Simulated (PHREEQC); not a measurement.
Make-up at 65 °C: 9.8 mmol/kgw NH4HF2 and 0.016 mmol/kgw H4SiO4. Closed to the air; pH follows from the charge balance.

Equilibrium calculation in PHREEQC: ion-association model, wateq4f.dat.

```
Quantity                   Value
----------------  --------------
pH                          3.50
ionic strength    0.0102 mol/kgw
total alkalinity    -9.80 meq/kg
```

```csv
species,molality,activity,log γ
NH4+,0.00980,0.00876,-0.049
F-,0.00974,0.00868,-0.050
HF,0.00892,0.00894,0.001
HF2-,0.000382,0.000341,-0.050
H+,0.000350,0.000317,-0.043
H2F2,4.43e-5,4.44e-5,0.001
SiF6-2,1.60e-5,1.03e-5,-0.190
NH3,1.88e-7,1.88e-7,0.000
H4SiO4,4.03e-8,4.04e-8,0.001
```

Precipitation was switched off in this run. At this temperature some constants are extrapolated from 25 °C, and those without enthalpy data are left unchanged. SiF6-2 is the database's only silicon fluoride.
